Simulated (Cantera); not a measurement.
# Silicon oxide and oxynitride deposition: Si2H6 + H2O + H2

A closed system holds: 1 mol Si2H6, 2.2 mol H2O, 14 mol H2, at 0.100 bar.

Cantera equilibrium calculation (NASA polynomials, part measured and part estimated; ideal gas, pure solids and liquids). Candidate condensed phases: H2O, Si, SiO2; 18 gas species. The feed counts by its element totals alone. Mutual solubility and eutectic melting of coexisting phases are not modelled. The tables hold silica as quartz up to 1696 K and as liquid above; real silica turns to tridymite and cristobalite and melts near 1996 K. Kinetics and transport are ignored.

From 1250 °C to 1350 °C the condensed part is Si(s) + SiO2(β-quartz). At 1400 °C the condensed part is SiO2(β-quartz). From 1450 °C to 1700 °C the condensed part is SiO2(condensed). At 1750 °C nothing is condensed. The main Si-bearing gas is SiO throughout. The share of Si in condensed phases is highest at 1250 °C (92.4 %) and lowest at 1750 °C (0.0 %).

| T (°C) | log p H2 | log p SiO | log p H2O | log p H | log p SiH2 | log p OH | n Si(s) | n SiO2(β-quartz) | n SiO2(condensed) |
|---|---|---|---|---|---|---|---|---|---|
| 1250 | -1.00 | -3.11 | -6.38 | -5.14 | -6.70 | -12.02 | 0.824 | 1.02 | 0 |
| 1300 | -1.01 | -2.74 | -6.17 | -4.89 | -6.44 | -11.49 | 0.720 | 0.920 | 0 |
| 1350 | -1.02 | -2.39 | -5.97 | -4.67 | -6.21 | -11.00 | 0.491 | 0.691 | 0 |
| 1400 | -1.04 | -2.07 | -5.80 | -4.46 | -6.00 | -10.54 | 0 | 0.200 | 0 |
| 1450 | -1.04 | -2.07 | -5.31 | -4.26 | -6.39 | -9.79 | 0 | 0 | 0.199 |
| 1500 | -1.04 | -2.07 | -4.86 | -4.07 | -6.76 | -9.10 | 0 | 0 | 0.197 |
| 1550 | -1.04 | -2.07 | -4.44 | -3.88 | -7.10 | -8.44 | 0 | 0 | 0.192 |
| 1600 | -1.04 | -2.06 | -4.04 | -3.71 | -7.42 | -7.82 | 0 | 0 | 0.181 |
| 1650 | -1.04 | -2.06 | -3.67 | -3.55 | -7.71 | -7.24 | 0 | 0 | 0.155 |
| 1700 | -1.05 | -2.05 | -3.33 | -3.39 | -7.98 | -6.70 | 0 | 0 | 0.100 |
| 1750 | -1.05 | -2.03 | -3.03 | -3.25 | -8.20 | -6.21 | 0 | 0 | 0 |
log p: log10 of the partial pressure in bar; n: condensed amount in mol.
